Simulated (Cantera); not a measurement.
**Thermodynamics of metals in furnace atmospheres, feed Fe + O₂ + N₂**

Input: 1 mol Fe, 0.081 mol O₂, 58 mol N₂, equilibrated at 1875 K.

Method: chemical equilibrium by Gibbs-energy minimisation in Cantera with the NASA 1993 tables (ideal gas, pure condensed phases). Candidate condensed phases: Fe, FeO, Fe₂O₃, Fe₃O₄; 11 gas species. Each liquid is taken as pure. Mutual solubility and eutectic melting of coexisting phases are not modelled. The tables' stoichiometric FeO is somewhat more stable than real wüstite, so its field is too wide. FeO: taken at fixed stoichiometry. Equilibrium is a limit: real reactors are often held back by kinetics, nucleation or transport.

| P (Pa) | x N₂ | x Fe | x FeO | x O₂ | x O | x NO | x N | n FeO(l) | n Fe(l) |
|---|---|---|---|---|---|---|---|---|---|
| 10 | 0.982 | 0.0164 | 0.000563 | 0.000627 | 0.000602 | 0.000324 | 1.31e-8 | 0 | 0 |
| 48 | 0.982 | 0.0158 | 0.00111 | 0.000540 | 0.000255 | 0.000301 | 5.96e-9 | 0 | 0 |
| 230 | 0.985 | 0.0143 | 0.000235 | 6.22e-6 | 1.25e-5 | 3.23e-5 | 2.73e-9 | 0.145 | 0 |
| 1100 | 0.993 | 0.00738 | 4.91e-5 | 2.14e-7 | 1.06e-6 | 6.01e-6 | 1.25e-9 | 0.159 | 0.407 |
| 5500 | 0.999 | 0.00148 | 9.82e-6 | 4.27e-8 | 2.12e-7 | 2.69e-6 | 5.61e-10 | 0.161 | 0.752 |
| 26000 | 1.000 | 0.000312 | 2.08e-6 | 9.04e-9 | 4.48e-8 | 1.24e-6 | 2.58e-10 | 0.162 | 0.820 |
| 130000 | 1.000 | 6.24e-5 | 4.15e-7 | 1.81e-9 | 8.97e-9 | 5.55e-7 | 1.16e-10 | 0.162 | 0.834 |
| 620000 | 1.000 | 1.31e-5 | 8.71e-8 | 3.79e-10 | 1.88e-9 | 2.54e-7 | 5.29e-11 | 0.162 | 0.837 |
| 3000000 | 1.000 | 2.70e-6 | 1.80e-8 | 7.83e-11 | 3.89e-10 | 1.15e-7 | 2.41e-11 | 0.162 | 0.838 |
x: gas mole fraction; n: condensed amount in mol.

From 10.0 Pa to 48.0 Pa nothing is condensed. At 230 Pa the condensed part is FeO(l). From 1100 Pa to 3000000 Pa the condensed part is Fe(l) + FeO(l). The main Fe-bearing gas is Fe throughout.
